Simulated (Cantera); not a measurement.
A closed system holds: 1 mol AlCl₃, 200 mol NH₃, 6.4 mol N₂, equilibrated at 13300 Pa.

These are equilibrium values from Cantera (NASA tables, ideal gas, pure condensed phases), not measurements of a reactor. Candidate condensed phases: Al, AlCl₃, AlN, NH₄Cl; 20 gas species. Rates play no part.

Which condensed phases are stable at each of these points (T (°C)): 1402, 1452, 1502, 1552, 1602, 1652, 1702?


```json
[
 {"T (°C)": "1402", "condensed phases": "AlN(s)", "Al condensed (%)": "46.0"},
 {"T (°C)": "1452", "condensed phases": "AlN(s)", "Al condensed (%)": "8.3"},
 {"T (°C)": "1502", "condensed phases": "gas only", "Al condensed (%)": "0.0"},
 {"T (°C)": "1552", "condensed phases": "gas only", "Al condensed (%)": "0.0"},
 {"T (°C)": "1602", "condensed phases": "gas only", "Al condensed (%)": "0.0"},
 {"T (°C)": "1652", "condensed phases": "gas only", "Al condensed (%)": "0.0"},
 {"T (°C)": "1702", "condensed phases": "gas only", "Al condensed (%)": "0.0"}
]
```

From 1402 °C to 1452 °C the condensed part is AlN(s). From 1502 °C to 1702 °C nothing is condensed.
